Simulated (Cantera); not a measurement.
Stirred combustor or abatement burner

A perfectly stirred reactor is fed with H2 : O2 : N2 = 1 : 1.06 : 4 (molar parts), equivalence ratio 0.47, at 0.266 atm; it is adiabatic with a 575 K inlet, and is followed from long to short residence time, starting on the burning branch (τ in s: 0.028, 0.011, 0.0039, 0.0015, 0.00055, 0.0002, 7.6e-05, 2.8e-05, 1.1e-05, 4e-06).

Cantera simulation using GRI-Mech 3.0 (53 species, 325 reactions); the numbers are that mechanism's predictions, not measurements.

```tsv
τ (s)	T (K)	x H2	x O2	x OH	x O	x NO
0.028	1762	0.00177	0.0990	0.00531	0.00212	1.67e-5
0.011	1726	0.00308	0.0986	0.00661	0.00369	1.38e-5
0.0039	1660	0.00534	0.0983	0.00776	0.00635	1.36e-5
0.0015	1567	0.00821	0.0988	0.00803	0.00943	1.35e-5
0.00055	1437	0.0125	0.101	0.00718	0.0122	1.05e-5
0.00020	1270	0.0234	0.108	0.00535	0.0117	4.74e-6
7.6e-5	575	0.165	0.175	<1e-12	<1e-12	<1e-12
2.8e-5	575	0.165	0.175	<1e-12	<1e-12	<1e-12
1.1e-5	575	0.165	0.175	<1e-12	<1e-12	<1e-12
4.0e-6	575	0.165	0.175	<1e-12	<1e-12	<1e-12
```
x: mole fraction; the columns are a selection and need not sum to one.
